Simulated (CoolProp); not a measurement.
The numbers come from the reference Helmholtz-energy equation of state, Lemmon 2005 in CoolProp. It is a short technical equation, of lower accuracy than the large ones.

Problem. For trans-2-butene, give the phase and the Z, expansivity (1/kK) at 267.4 K and 12400 kPa; 459.3 K and 1820 kPa; 202.2 K and 17.1 kPa.

Solution. 
- 267.4 K and 12400 kPa: liquid; Z 0.483, expansivity 1.52
- 459.3 K and 1820 kPa: gas; Z 0.863, expansivity 3.52
- 202.2 K and 17.1 kPa: liquid; Z 0.000813, expansivity 1.45
